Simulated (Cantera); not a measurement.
A Cantera script and what it prints.

```python
import numpy as np
import cantera as ct

gas_names = [...]  # 113 gases of nasa_gas.yaml made of C, H, O, Pb
cond_names = """
    C(gr) C6H6(L) C7H8(L) C8H18(L),n-octa H2O(s) H2O(L) Pb(cr) Pb(L) PbO(rd) PbO(yw) PbO(L) PbO2(s)
    Pb3O4(s)
""".split()


# ... load() reads the species with a 1 bar reference pressure and builds the phases ...
atoms = {
    'Pb': {'Pb': 1},
    'O2': {'O': 2},
    'H2': {'H': 2},
    'CO': {'C': 1, 'O': 1},
}
top_T = {'C(gr)': 4500, 'Pb3O4(s)': 820}  # K; cautious upper limits of use, not melting points


# ... equilibrate(T, P, feed) seeds the gas with the atoms and calls Mixture.equilibrate('TP', solver="vcs", rtol=1e-11, max_steps=5000) ...
results = []
feed = {'Pb': 1, 'O2': 0.5, 'H2': 2.5, 'CO': 3.5}  # mol
P = 100000  # Pa
for T in [1023, 1073, 1123, 1173, 1223, 1273, 1323, 1373, 1423, 1473, 1523]:
    mix = equilibrate(T, P, feed)
    results.append((T, P, feed, dict(zip(mix.species_names, mix.species_moles))))
    x = sorted(zip(gas.X, gas.species_names), reverse=True)
    print(f"T = {T:g} K  P = {P:g} Pa  gas = {mix.phase_moles(0):.4g} mol")
    print("   x: " + "  ".join(f"{s} {v:.3e}" for v, s in x if v > 0.0001))
    print("   condensed (mol): " + ("  ".join(f"{mix.phase(i).name} {mix.phase_moles(i):.4g}"
          for i in range(1, mix.n_phases) if mix.phase_moles(i) > 1e-12) or "none"))
```

Result:

```
T = 1023 K  P = 100000 Pa  gas = 5.924 mol
   x: CO 4.722e-01  H2 3.462e-01  CO2 1.122e-01  H2O 6.296e-02  CH4 6.391e-03
   condensed (mol): Pb(L) 0.9998
T = 1073 K  P = 100000 Pa  gas = 5.979 mol
   x: CO 4.820e-01  H2 3.471e-01  CO2 1.015e-01  H2O 6.749e-02  CH4 1.784e-03
   condensed (mol): Pb(L) 0.9996
T = 1123 K  P = 100000 Pa  gas = 5.995 mol
   x: CO 4.887e-01  H2 3.433e-01  CO2 9.466e-02  H2O 7.268e-02  CH4 5.269e-04  Pb 1.827e-04
   condensed (mol): Pb(L) 0.9989
T = 1173 K  P = 100000 Pa  gas = 6 mol
   x: CO 4.940e-01  H2 3.386e-01  CO2 8.911e-02  H2O 7.772e-02  Pb 4.218e-04  CH4 1.704e-04
   condensed (mol): Pb(L) 0.9975
T = 1223 K  P = 100000 Pa  gas = 6.005 mol
   x: CO 4.986e-01  H2 3.339e-01  CO2 8.423e-02  H2O 8.237e-02  Pb 9.075e-04
   condensed (mol): Pb(L) 0.9946
T = 1273 K  P = 100000 Pa  gas = 6.011 mol
   x: CO 5.025e-01  H2 3.293e-01  H2O 8.658e-02  CO2 7.981e-02  Pb 1.836e-03
   condensed (mol): Pb(L) 0.989
T = 1323 K  P = 100000 Pa  gas = 6.021 mol
   x: CO 5.055e-01  H2 3.249e-01  H2O 9.033e-02  CO2 7.576e-02  Pb 3.516e-03
   condensed (mol): Pb(L) 0.9788
T = 1373 K  P = 100000 Pa  gas = 6.039 mol
   x: CO 5.076e-01  H2 3.204e-01  H2O 9.360e-02  CO2 7.200e-02  Pb 6.415e-03
   condensed (mol): Pb(L) 0.9612
T = 1423 K  P = 100000 Pa  gas = 6.068 mol
   x: CO 5.083e-01  H2 3.157e-01  H2O 9.634e-02  CO2 6.846e-02  Pb 1.121e-02
   condensed (mol): Pb(L) 0.932
T = 1473 K  P = 100000 Pa  gas = 6.115 mol
   x: CO 5.073e-01  H2 3.103e-01  H2O 9.848e-02  CO2 6.505e-02  Pb 1.883e-02
   condensed (mol): Pb(L) 0.8848
T = 1523 K  P = 100000 Pa  gas = 6.189 mol
   x: CO 5.038e-01  H2 3.040e-01  H2O 9.989e-02  CO2 6.168e-02  Pb 3.055e-02
   condensed (mol): Pb(L) 0.8107
```

These are equilibrium values from Cantera (NASA tables, ideal gas, pure condensed phases), not measurements of a reactor.
